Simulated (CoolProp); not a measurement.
CH3F (R41) along the isotherm 349.6 K: Z from the reference equation and from simpler models built on Tc = 317.3 K, pc = 5.906 MPa, ω = 0.200; each cubic takes its own stable root.

Values from CoolProp's reference Helmholtz-energy equation of state, Lemmon 2006. It is a short technical equation, of lower accuracy than the large ones.

```csv
p (MPa),phase,reference
1.05,gas,0.9482
2.11,gas,0.8938
3.16,gas,0.8375
4.22,gas,0.7776
5.27,gas,0.7146
6.33,supercritical,0.6465
7.38,supercritical,0.5741
8.44,supercritical,0.4973
9.49,supercritical,0.4263
10.5,supercritical,0.3799
11.6,supercritical,0.3588
12.7,supercritical,0.3561
13.7,supercritical,0.3612
14.8,supercritical,0.3712
```

How far does each simpler model (van der Waals, Peng-Robinson) lie from the reference over these 14 states: mean and median of the absolute difference, and the worst?


- van der Waals: mean 13.0 %, median 3.4 %, worst +41.2 % at 349.6 K and 14.8 MPa
- Peng-Robinson: mean 9.2 %, median 4.9 %, worst +21.6 % at 349.6 K and 12.7 MPa
